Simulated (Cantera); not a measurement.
Input: 1 mol CH3SiH3, 0.0052 mol C2H4, 33 mol H2, equilibrated at 1073 K and 56.0 mbar.

Equilibrium computed with Cantera from the NASA thermochemical tables; the gas is ideal and each condensed phase is pure. Candidate condensed phases: C, C6H6, C7H8, C8H18, Si, SiC; 87 gas species. The feed counts by its element totals alone. Equilibrium is a limit: real reactors are often held back by kinetics, nucleation or transport.

Base state: H2 1.000, CH4 0.000289 (mole fractions); condensed: SiC(s).

What changes in the equilibrium state with this change: temperature from 1073 K to 2150 K?


| species | before | after |
|---|---|---|
| H2 | 1.000 | 0.981 |
| H | 5.92e-8 | 0.0177 |
| Si | <1e-9 | 0.000685 |
| C2H2 (acetylene) | <1e-9 | 0.000549 |
| SiH | <1e-9 | 7.85e-5 |
| SiC(s), mol | 1.00 | 0.968 |
Gases not in the tables: Si2H6 and higher silanes.
